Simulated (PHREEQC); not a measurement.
Dissolve 0.064 mol/kgw Pb(NO3)2, 0.022 mol/kgw NaNO3 and 0.00032 mol/kgw Zn(NO3)2 at 25 °C. It is in equilibrium with CO2 at log p = -2 (atm). Otherwise closed; pH follows from the charge balance.

All values are PHREEQC results (ion-association model, wateq4f.dat), not measurements.

This is a speciation only: nothing precipitates in the calculation.

Question: Order these C species by the share of C that they hold, largest first: CO2, PbHCO3+, HCO3-, PbCO3.

Answer: CO2 (88 %), PbHCO3+ (10 %), HCO3- (0.99 %), PbCO3 (0.14 %)

The pH is 4.27 and the ionic strength 0.168 mol/kgw. Complexes and solids missing from the database can't appear.
